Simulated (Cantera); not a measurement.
What does this Cantera script print?

```python
import numpy as np
import cantera as ct

gas_names = """
    F F2 H HF H2 H2F2 H3F3 H4F4 H5F5 H6F6 H7F7 Si SiF SiF2 SiF3 SiF4 SiH SiHF3 SiH2 SiH2F2 SiH3 SiH3F
    SiH4 Si2 Si3
""".split()
cond_names = """
    Si(cr) Si(L)
""".split()


# ... load() reads the species with a 1 bar reference pressure and builds the phases ...
atoms = {
    'Si': {'Si': 1},
    'F2': {'F': 2},
    'H2': {'H': 2},
}
top_T = {}  # K; cautious upper limits of use, not melting points


# ... equilibrate(T, P, feed) seeds the gas with the atoms and calls Mixture.equilibrate('TP', solver="vcs", rtol=1e-11, max_steps=5000) ...
results = []
T = 1200  # K
P = 1000  # Pa
for m in [0.56, 0.72, 0.92, 1.2, 1.5, 1.9, 2.5, 3.2, 4]:
    feed = {'Si': 1, 'F2': m, 'H2': 4.5}  # mol
    mix = equilibrate(T, P, feed)
    results.append((T, P, feed, dict(zip(mix.species_names, mix.species_moles))))

top = {s: max(r[3][s] / sum(r[3][g] for g in gas_names) for r in results) for s in gas_names}
cols = sorted((s for s in top if top[s] > 1e-06), key=lambda s: -top[s])[:5]
seen = [c for c in cond_names if any(r[3].get(c, 0) > 1e-12 for r in results)]
print("log10 of partial pressures in bar; condensed amounts in mol")
print(f"{'n(F2)':>10s}" + "".join(f"{s[:9]:>10s}" for s in cols + seen))
for T, P, feed, n in results:
    ng = sum(n[g] for g in gas_names)
    print(f"{feed['F2']:10.4g}" + "".join(f"{np.log10(max(n[s] / ng * P / 1e5, 1e-99)):10.3f}" for s in cols)
          + "".join(f"{n.get(c, 0):10.4g}" for c in seen))
```

It prints:

```
log10 of partial pressures in bar; condensed amounts in mol
     n(F2)        H2        HF      SiF4     SiHF3      SiF3    Si(cr)
      0.56    -2.027    -5.379    -3.272    -4.404    -4.580     0.712
      0.72    -2.035    -5.356    -3.168    -4.329    -4.501    0.6302
      0.92    -2.044    -5.336    -3.068    -4.259    -4.426    0.5282
       1.2    -2.056    -5.316    -2.962    -4.186    -4.347    0.3856
       1.5    -2.069    -5.301    -2.876    -4.127    -4.282    0.2329
       1.9    -2.085    -5.287    -2.788    -4.069    -4.216   0.02954
       2.5    -2.176    -2.778    -2.778    -6.660    -6.761         0
       3.2    -2.308    -2.446    -2.826    -7.171    -7.207         0
         4    -2.477    -2.273    -2.875    -7.562    -7.513         0
```

Method: chemical equilibrium by Gibbs-energy minimisation in Cantera with the NASA 1993 tables (ideal gas, pure condensed phases). The tables' values for SiF3, SiF2 are old estimates; treat these amounts as uncertain.
